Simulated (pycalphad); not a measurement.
**Effect of Si content in Sn-Si**

All values are pycalphad results on the COST 507 light-alloy database (1999) (1 atm), not direct measurements. These are 1990s assessments: newer ones move some temperatures and phases. Phase fractions are per mole of atoms.

| alloy | liquidus (K) | first solid | solidus (K) | phases at 760 K |
|---|---|---|---|---|
| Sn-0.27Si (at.%) | 973 | diamond (Si) | 505 | liquid 1.00, diamond (Si) under 0.01 |
| Sn-0.54Si (at.%) | 1047 | diamond (Si) | 505 | liquid 0.99, diamond (Si) 0.01 |
| Sn-1.09Si (at.%) | 1131 | diamond (Si) | 505 | liquid 0.99, diamond (Si) 0.01 |
| Sn-4.36Si (at.%) | 1323 | diamond (Si) | 505 | liquid 0.96, diamond (Si) 0.04 |
